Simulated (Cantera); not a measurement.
Equilibrium for aluminium nitride and oxide growth: Al + O2 + N2 + HCl

Input: 1 mol Al, 1.6 mol O2, a varied amount of N2, 0.93 mol HCl, equilibrated at 1175 K and 2.40 Torr.

Method: chemical equilibrium by Gibbs-energy minimisation in Cantera with the NASA 1993 tables (ideal gas, pure condensed phases). Candidate condensed phases: Al, AlCl3, AlN, Al2O3, H2O, NH4Cl; 45 gas species. Rates play no part.

```
n(N2) (mol)   x N2    x HCl     x O2      x Cl     x H2O     x Cl2     x NO  n Al2O3(s)
-----------  -----  -------  -------  --------  --------  --------  -------  ----------
81           0.978   0.0102  0.00999  0.000746  0.000509  0.000136  3.91e-5       0.500
130          0.986  0.00640  0.00627  0.000520  0.000326   6.60e-5  3.11e-5       0.500
180          0.990  0.00463  0.00454  0.000403  0.000241   3.97e-5  2.65e-5       0.500
230          0.992  0.00363  0.00356  0.000332  0.000193   2.69e-5  2.35e-5       0.500
270          0.993  0.00309  0.00303  0.000292  0.000167   2.08e-5  2.17e-5       0.500
320          0.994  0.00260  0.00256  0.000255  0.000143   1.59e-5  2.00e-5       0.500
370          0.995  0.00225  0.00221  0.000227  0.000126   1.25e-5  1.86e-5       0.500
420          0.996  0.00198  0.00195  0.000204  0.000112   1.02e-5  1.74e-5       0.500
```
x: gas mole fraction; n: condensed amount in mol.

From 81 mol N2 to 420 mol N2 the condensed part is Al2O3(s).
